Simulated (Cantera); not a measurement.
An adiabatic, constant-pressure homogeneous reactor starts with 17.4 % CO, 7.12 % H2, 15.3 % O2, 57.5 % N2, 2.78 % H2O, equivalence ratio 0.80, at 1325 K and 6.80 bar.

Computed with Cantera and GRI-Mech 3.0 (53 species, 325 reactions). The hydrogen kinetics of GRI-Mech 3.0 are dated; newer H2 mechanisms differ, most at raised pressure.

**Question.** Predict: time of steepest temperature rise; temperature at 0.300 s; equilibrium temperature; x(CO) at 0.300 s; x(H2) at 0.300 s; x(O2) at 0.300 s; x(OH) at 0.300 s; x(CO2) at 0.300 s.

**Answer.** time of steepest temperature rise: 8.45 µs
temperature at 0.300 s: 2744 K
equilibrium temperature: 2744 K
x(CO) at 0.300 s: 0.0354 (gas-phase equilibrium 0.0354)
x(H2) at 0.300 s: 0.00329 (gas-phase equilibrium 0.00329)
x(O2) at 0.300 s: 0.0421 (gas-phase equilibrium 0.0421)
x(OH) at 0.300 s: 0.0120 (gas-phase equilibrium 0.0120)
x(CO2) at 0.300 s: 0.157 (gas-phase equilibrium 0.157)
